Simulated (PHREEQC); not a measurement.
1 kg of water holding 0.054 mol K2SO4, 0.04 mol KHCO3 and 0.34 mol K2CO3 is evaporated at 25 °C; the solids stay in contact with the brine. CO2 from the air is kept out. Only these solids could form: Arcanite, Kalicinite, Misenite.

All values are PHREEQC results (Pitzer model, pitzer.dat), not measurements.

```json
[
 {"water left (kg)": "1", "ionic strength": "1.22", "water activity": "0.982", "Arcanite (mol)": "0", "S in solution (mol/kgw)": "0.0540", "C in solution (mol/kgw)": "0.380", "K in solution (mol/kgw)": "0.828"},
 {"water left (kg)": "0.8219", "ionic strength": "1.49", "water activity": "0.979", "Arcanite (mol)": "0", "S in solution (mol/kgw)": "0.0657", "C in solution (mol/kgw)": "0.462", "K in solution (mol/kgw)": "1.01"},
 {"water left (kg)": "0.6755", "ionic strength": "1.81", "water activity": "0.974", "Arcanite (mol)": "0", "S in solution (mol/kgw)": "0.0799", "C in solution (mol/kgw)": "0.563", "K in solution (mol/kgw)": "1.23"},
 {"water left (kg)": "0.5552", "ionic strength": "2.20", "water activity": "0.968", "Arcanite (mol)": "0", "S in solution (mol/kgw)": "0.0973", "C in solution (mol/kgw)": "0.684", "K in solution (mol/kgw)": "1.49"},
 {"water left (kg)": "0.4563", "ionic strength": "2.68", "water activity": "[?]", "Arcanite (mol)": "0", "S in solution (mol/kgw)": "0.118", "C in solution (mol/kgw)": "0.833", "K in solution (mol/kgw)": "1.81"},
 {"water left (kg)": "0.3751", "ionic strength": "3.26", "water activity": "0.953", "Arcanite (mol)": "0", "S in solution (mol/kgw)": "0.144", "C in solution (mol/kgw)": "1.01", "K in solution (mol/kgw)": "2.21"},
 {"water left (kg)": "0.3082", "ionic strength": "3.96", "water activity": "0.942", "Arcanite (mol)": "0", "S in solution (mol/kgw)": "0.175", "C in solution (mol/kgw)": "1.23", "K in solution (mol/kgw)": "2.69"},
 {"water left (kg)": "0.2534", "ionic strength": "4.65", "water activity": "0.930", "Arcanite (mol)": "0.0148", "S in solution (mol/kgw)": "0.155", "C in solution (mol/kgw)": "1.50", "K in solution (mol/kgw)": "3.15"},
 {"water left (kg)": "0.2082", "ionic strength": "5.45", "water activity": "0.914", "Arcanite (mol)": "0.0292", "S in solution (mol/kgw)": "0.119", "C in solution (mol/kgw)": "1.82", "K in solution (mol/kgw)": "3.70"},
 {"water left (kg)": "0.1711", "ionic strength": "6.46", "water activity": "0.894", "Arcanite (mol)": "0.0390", "S in solution (mol/kgw)": "0.0875", "C in solution (mol/kgw)": "2.22", "K in solution (mol/kgw)": "4.38"},
 {"water left (kg)": "0.1407", "ionic strength": "7.72", "water activity": "[?]", "Arcanite (mol)": "0.0454", "S in solution (mol/kgw)": "0.0610", "C in solution (mol/kgw)": "2.70", "K in solution (mol/kgw)": "5.24"},
 {"water left (kg)": "0.1156", "ionic strength": "9.29", "water activity": "0.832", "Arcanite (mol)": "0.0494", "S in solution (mol/kgw)": "0.0397", "C in solution (mol/kgw)": "3.29", "K in solution (mol/kgw)": "6.31"},
 {"water left (kg)": "0.09503", "ionic strength": "11.2", "water activity": "0.785", "Arcanite (mol)": "0.0517", "S in solution (mol/kgw)": "[?]", "C in solution (mol/kgw)": "4.00", "K in solution (mol/kgw)": "7.62"},
 {"water left (kg)": "0.0781", "ionic strength": "13.6", "water activity": "0.724", "Arcanite (mol)": "0.0530", "S in solution (mol/kgw)": "0.0131", "C in solution (mol/kgw)": "4.87", "K in solution (mol/kgw)": "9.25"},
 {"water left (kg)": "0.06419", "ionic strength": "16.5", "water activity": "0.647", "Arcanite (mol)": "0.0536", "S in solution (mol/kgw)": "0.00642", "C in solution (mol/kgw)": "5.92", "K in solution (mol/kgw)": "11.2"}
]
```

Question: What belongs in the gaps?

Answer: 
- 0.4563, water activity: 0.961
- 0.1407, water activity: 0.867
- 0.09503, S in solution (mol/kgw): 0.0239
